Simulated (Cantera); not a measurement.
A closed system holds: 1 mol SiH2Cl2, 1.8 mol NH3, 2.2 mol H2, at 1373 K.

Method: chemical equilibrium by Gibbs-energy minimisation in Cantera with the NASA 1993 tables (ideal gas, pure condensed phases). Candidate condensed phases: NH4Cl, Si, Si3N4; 28 gas species. The tables' values for SiCl3 are old estimates; treat these amounts as uncertain. Rates play no part.

At 1.95 Torr, list the 4 most abundant gas species with their mole fractions, and the condensed phases.

H2 0.701, HCl 0.231, N2 0.0465, SiCl2 0.0189. Condensed: Si3N4(s).
